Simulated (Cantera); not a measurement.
Input: 1 mol Si, 0.18 mol CO₂, 7 mol N₂, 0.13 mol O₂, at 1823 K and 2.10 Pa.

Equilibrium computed with Cantera from the NASA thermochemical tables; the gas is ideal and each condensed phase is pure. Candidate condensed phases: C, Si, SiC, SiO₂, Si₂N₂O, Si₃N₄; 34 gas species. The tables' values for SiN are old estimates; treat these amounts as uncertain. The numbers say what is thermodynamically allowed, not how fast it happens.

Base state: N₂ 0.856, Si 0.0672, SiO 0.0541, CO 0.0217, Si₂C 0.000273, Si₂ 0.000139, SiN 0.000118, Si₂N 5.90e-5 (mole fractions); condensed: gas only.

**Question.** What changes in the equilibrium state with this change: O₂ from 0.13 to 0.0019 mol?

**Answer.** 
```csv
species,before,after
N₂,0.856,0.864
Si,0.0672,0.0899
SiO,0.0541,0.0270
CO,0.0217,0.0178
Si₂C,0.000273,0.00108
Si₃,1.04e-5,2.50e-5
Si₂N,5.90e-5,0.000106
Si₂,0.000139,0.000249
"SiC(s), mol",0,0.0266
```
